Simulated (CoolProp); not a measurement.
Saturation properties of R142b (Tc = 410.3 K, pc = 40.55 bar, ω = 0.232).

Computed with CoolProp (reference Helmholtz-energy equation of state, Lemmon 2006). It is a short technical equation, of lower accuracy than the large ones.

| T (K) | p (bar) | surface tension (mN/m) | liquid viscosity (µPa s) | liquid conductivity (mW/(m K)) |
|---|---|---|---|---|
| 207.9 | ? | 23.7 | ? | 116 |
| 212.6 | 0.06876 | 23.0 | 684 | 114 |
| 217.2 | 0.09302 | 22.4 | 636 | 112 |
| 221.9 | 0.1248 | ? | 592 | 111 |
| 226.6 | 0.1650 | 21.0 | 552 | 109 |
| 231.3 | ? | 20.4 | 516 | 107 |
| 236 | 0.2774 | ? | 483 | 105 |
| 240.7 | 0.3533 | 19.1 | 454 | 103 |
| 245.4 | 0.4452 | 18.4 | 426 | 101 |
| 250.1 | 0.5553 | 17.8 | ? | 99.6 |
| 254.8 | 0.6861 | 17.1 | 378 | 97.8 |
| 259.5 | 0.8402 | 16.5 | ? | 96.0 |
| 264.2 | 1.020 | 15.8 | 338 | ? |

Task: Fill in the missing entries.

Result: 
- 207.9, p (bar): 0.04967
- 207.9, liquid viscosity (µPa s): 739
- 221.9, surface tension (mN/m): 21.7
- 231.3, p (bar): 0.2153
- 236, surface tension (mN/m): 19.7
- 250.1, liquid viscosity (µPa s): 401
- 259.5, liquid viscosity (µPa s): 357
- 264.2, liquid conductivity (mW/(m K)): 94.2

It boils at 264.0 K under 1 atm.

Viscosity comes from a separate model (Huber 2003), an estimate that may be off by 10 % or more. Thermal conductivity comes from a separate model (Huber 2003), an estimate that may be off by 10 % or more. Surface tension comes from a separate correlation (Mulero 2012).
